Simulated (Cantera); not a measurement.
A closed system holds: 1 mol CF4, 0.39 mol HCl, 0.3 mol H2, equilibrated at 1952 °C and 1100 Pa.

Method: chemical equilibrium by Gibbs-energy minimisation in Cantera with the NASA 1993 tables (ideal gas, pure condensed phases). Candidate condensed phases: C, C6H6, C7H8, C8H18; 118 gas species. Gases not in the tables: C2F6 and larger saturated fluorocarbons. Kinetics and transport are ignored.

Base state: HF 0.366, CF2 0.207, Cl 0.144, F 0.139, CF4 0.134, CF3 0.00779, CF 0.00174, HCl 0.000489 (mole fractions); condensed: C(graphite).

### Question
What changes in the equilibrium state with this change: pressure from 1100 Pa to 180 Pa?

### Answer
```tsv
species	before	after
F	0.139	0.349
HF	0.366	0.291
CF2	0.207	0.214
CF4	0.134	0.0236
Cl	0.144	0.115
CClF3	8.45e-5	4.71e-6
Cl2	8.85e-5	9.22e-6
C(graphite), mol	0.0527	0.165
```

### Question
What changes in the equilibrium state with this change: H2 from 0.3 to 0.068 mol?

### Answer
| species | before | after |
|---|---|---|
| HF | 0.366 | 0.224 |
| CF4 | 0.134 | 0.220 |
| CF2 | 0.207 | 0.196 |
| F | 0.139 | 0.182 |
| Cl | 0.144 | 0.166 |
| HCl | 0.000489 | 0.000264 |
| ClF | 0.000149 | 0.000225 |
| C(graphite), mol | 0.0527 | 0 |

### Question
What changes in the equilibrium state with this change: H2 from 0.3 to 6.1 mol?

### Answer
```csv
species,before,after
HF,0.366,0.461
H2,2.33e-8,0.452
HCl,0.000489,0.0421
CF2,0.207,1.69e-8
Cl,0.144,0.00281
CF4,0.134,<1e-9
H,9.43e-6,0.0415
F,0.139,3.96e-5
CF3,0.00779,<1e-9
C2H2 (acetylene),<1e-9,0.00132
ClF,0.000149,<1e-9
CClF3,8.45e-5,<1e-9
CF,0.00174,4.96e-7
"C(graphite), mol",0.0527,0.977
```
